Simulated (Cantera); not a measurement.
Input (Python, Cantera):

```python
import numpy as np
import cantera as ct

gas = ct.Solution("h2o2.yaml")
gas.TPX = 375, 500000, {'H2': 1, 'O2': 0.263, 'N2': 1.08, 'H2O': 0.2}
flame = ct.FreeFlame(gas, width=0.013)
flame.set_refine_criteria(ratio=3, slope=0.08, curve=0.16)
flame.transport_model = "mixture-averaged"
flame.solve(loglevel=0, auto=True)
z, T = flame.grid, flame.T
thick = (T[-1] - T[0]) / np.gradient(T, z).max()
show = ['H2', 'O2', 'H2O', 'OH', 'H', 'O']
print(f"laminar burning velocity  {flame.velocity[0] * 100:.3f} cm/s")
print(f"burnt temperature         {T[-1]:.1f} K")
print(f"thermal thickness         {thick * 1e3:.4f} mm")
print(f"grid points               {len(z)}")
z0 = z[flame.heat_release_rate.argmax()]
print(f"{'z/mm':>9s}{'T/K':>9s}{'u/(m/s)':>9s}" + "".join(f"{s:>11s}" for s in show))
rows = []
for k in (-3, -2, -1.5, -1, -0.5, -0.25, 0, 0.25, 0.5, 1, 2, 4, 8):
    zz = z0 + k * thick
    rows.append([k * thick, np.interp(zz, z, T), np.interp(zz, z, flame.velocity),
                 *(np.interp(zz, z, flame.X[gas.species_index(s)]) for s in show)])
    print(f"{rows[-1][0] * 1e3:9.3f}{rows[-1][1]:9.1f}{rows[-1][2]:9.3f}" + "".join(f"{x:11.3e}" for x in rows[-1][3:]))
```

It prints:

```
laminar burning velocity  250.575 cm/s
burnt temperature         1946.7 K
thermal thickness         0.0497 mm
grid points               108
     z/mm      T/K  u/(m/s)         H2         O2        H2O         OH          H          O
   -0.149    375.0    2.506  3.932e-01  1.034e-01  7.866e-02  5.087e-13  1.606e-14  1.084e-10
   -0.099    375.3    2.506  3.928e-01  1.035e-01  7.872e-02  6.046e-12  1.871e-13  1.223e-09
   -0.075    376.2    2.508  3.918e-01  1.037e-01  7.887e-02  5.504e-11  1.430e-12  6.744e-09
   -0.050    384.7    2.548  3.870e-01  1.045e-01  7.974e-02  6.367e-09  1.436e-10  8.074e-08
   -0.025    526.1    3.355  3.566e-01  1.056e-01  9.193e-02  2.464e-05  1.190e-05  5.912e-06
   -0.012    853.4    5.286  3.180e-01  9.301e-02  1.294e-01  5.413e-04  1.256e-03  1.143e-04
    0.000   1217.0    7.418  2.733e-01  6.712e-02  1.870e-01  9.545e-04  7.352e-03  5.522e-04
    0.012   1466.4    8.888  2.346e-01  3.877e-02  2.418e-01  1.553e-03  1.572e-02  9.295e-04
    0.025   1609.6    9.738  2.101e-01  1.886e-02  2.788e-01  2.015e-03  2.124e-02  8.010e-04
    0.050   1733.8   10.464  1.938e-01  3.922e-03  3.071e-01  2.225e-03  2.257e-02  3.532e-04
    0.099   1815.1   10.913  1.932e-01  3.439e-04  3.153e-01  1.908e-03  1.708e-02  1.377e-04
    0.199   1872.1   11.216  1.967e-01  4.724e-05  3.176e-01  1.318e-03  1.056e-02  5.395e-05
    0.398   1908.7   11.406  1.994e-01  1.410e-05  3.191e-01  7.849e-04  5.877e-03  1.740e-05
```

Model: the H2/O2 subset of GRI-Mech 3.0, which has no nitrogen chemistry, integrated in Cantera. The hydrogen kinetics of GRI-Mech 3.0 are dated; newer H2 mechanisms differ, most at raised pressure. Burning velocities carry a grid error of a few per cent, more on coarse grids.
